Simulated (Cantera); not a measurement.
A Cantera script and what it prints.

```python
import numpy as np
import cantera as ct

gas_names = [...]  # 110 gases of nasa_gas.yaml made of C, F, H
cond_names = """
    C(gr) C6H6(L) C7H8(L) C8H18(L),n-octa
""".split()


# ... load() reads the species with a 1 bar reference pressure and builds the phases ...
atoms = {
    'CH3F': {'C': 1, 'H': 3, 'F': 1},
    'CH4': {'C': 1, 'H': 4},
    'H2': {'H': 2},
}
top_T = {'C(gr)': 4500}  # K; cautious upper limits of use, not melting points


# ... equilibrate(T, P, feed) seeds the gas with the atoms and calls Mixture.equilibrate('TP', solver="vcs", rtol=1e-11, max_steps=5000) ...
results = []
feed = {'CH3F': 1, 'CH4': 0.021, 'H2': 0.08}  # mol
P = 1333.22  # Pa
for T in [2500, 2750, 3000, 3250, 3500, 3750, 4000, 4250, 4500, 4750, 5000]:
    mix = equilibrate(T, P, feed)
    results.append((T, P, feed, dict(zip(mix.species_names, mix.species_moles))))

top = {s: max(r[3][s] / sum(r[3][g] for g in gas_names) for r in results) for s in gas_names}
cols = sorted((s for s in top if top[s] > 0.001), key=lambda s: -top[s])[:7]
seen = [c for c in cond_names if any(r[3].get(c, 0) > 1e-12 for r in results)]
print("log10 of partial pressures in bar; condensed amounts in mol")
print(f"{'T/K':>10s}" + "".join(f"{s[:9]:>10s}" for s in cols + seen))
for T, P, feed, n in results:
    ng = sum(n[g] for g in gas_names)
    print(f"{T:10.4g}" + "".join(f"{np.log10(max(n[s] / ng * P / 1e5, 1e-99)):10.3f}" for s in cols)
          + "".join(f"{n.get(c, 0):10.4g}" for c in seen))
```

It prints:

```
log10 of partial pressures in bar; condensed amounts in mol
       T/K         H        HF        H2         C         F        C3        C2     C(gr)
      2500    -2.727    -2.234    -2.255    -6.779    -5.386    -6.304    -7.339    0.9994
      2750    -2.379    -2.279    -2.428    -5.423    -4.653    -4.773    -5.787    0.9636
      3000    -2.185    -2.357    -2.767    -4.295    -3.983    -3.506    -4.499    0.6972
      3250    -2.122    -2.489    -3.258    -3.538    -3.380    -3.028    -3.804         0
      3500    -2.089    -2.696    -3.720    -3.088    -2.935    -3.217    -3.607         0
      3750    -2.082    -3.066    -4.167    -2.786    -2.716    -3.645    -3.611         0
      4000    -2.085    -3.513    -4.575    -2.646    -2.639    -4.396    -3.866         0
      4250    -2.086    -3.949    -4.933    -2.606    -2.613    -5.306    -4.256         0
      4500    -2.086    -4.350    -5.249    -2.594    -2.603    -6.189    -4.652         0
      4750    -2.086    -4.714    -5.532    -2.591    -2.599    -6.998    -5.019         0
      5000    -2.086    -5.044    -5.788    -2.589    -2.598    -7.733    -5.355         0
```

Method: chemical equilibrium by Gibbs-energy minimisation in Cantera with the NASA 1993 tables (ideal gas, pure condensed phases).
